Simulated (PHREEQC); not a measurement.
Synthetic water in mmol/kgw, 25 °C, pH 4.04, pe 10.6:

| constituent | mmol/kgw |
|---|---|
| Na | 2.3 |
| K | 0.0928 |
| Ca | 1.74 |
| Mg | 0.314 |
| Cl | 1.26 |
| S(6) | 2.52 |
| Zn | 0.000796 |
| Pb | 0.119 |
| F | 0.0903 |
| Br | 0.0239 |
| Cd | 0.162 |

Valence states are taken as typed.

Computed with PHREEQC (ion-association model, wateq4f.dat).

This is a speciation only: nothing precipitates in the calculation.

Question: Order these Cd species by the share of Cd that they hold, largest first: Cd+2, CdSO4, Cd(SO4)2-2, CdCl+, CdBr+.

Answer: Cd+2 (74 %), CdSO4 (20 %), CdCl+ (5.8 %), Cd(SO4)2-2 (0.45 %), CdBr+ (0.17 %)

The pH is 4.04 and the ionic strength 0.00995 mol/kgw. Saturation is exceeded, for instance for Anglesite; the values hold only as long as no solid forms. Species that the database lacks are ignored.
